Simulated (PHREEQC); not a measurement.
Synthetic water in mg/L, 25 °C, pH 2.16, pe 11.6:

| constituent | mg/L |
|---|---|
| Na | 3.09 |
| K | 0.226 |
| Ca | 87.4 |
| Mg | 15.6 |
| Cl | 60.8 |
| S(6) as SO4 | 855 |
| B | 0.0943 |
| Sr | 0.99 |

Valence states are taken as typed.

The numbers come from PHREEQC with the ion-association model, wateq4f.dat.

```json
[
 {"quantity": "ionic strength (mol/kgw)", "before": "0.0214", "after": "0.0195"},
 {"quantity": "SO4-2 (mol/kgw)", "before": "0.00561", "after": "0.00446"},
 {"quantity": "HSO4- (mol/kgw)", "before": "0.00249", "after": "0.00358"},
 {"quantity": "Ca+2 (mol/kgw)", "before": "0.00157", "after": "0.00157"},
 {"quantity": "CaSO4 (mol/kgw)", "before": "0.000582", "after": "0.000570"},
 {"quantity": "Mg+2 (mol/kgw)", "before": "0.000446", "after": "0.000394"},
 {"quantity": "SI of Gypsum (CaSO4:2H2O)", "before": "-0.95", "after": "-1.01"},
 {"quantity": "SI of Halite (NaCl)", "before": "-8.35", "after": "-8.40"}
]
```

### Question
Which change was made?
A. temperature from 25 to 50 °C at the same typed pH
B. Na from 3.09 to 1.54 mg/L
C. all concentrations times 4 at the same typed pH
D. Mg from 15.6 to 7.8 mg/L

### Answer
A, temperature from 25 to 50 °C at the same typed pH

No solid was allowed to form. Away from 25 °C the constants follow the database's enthalpies or fits; those with neither stay at their 25 °C values.
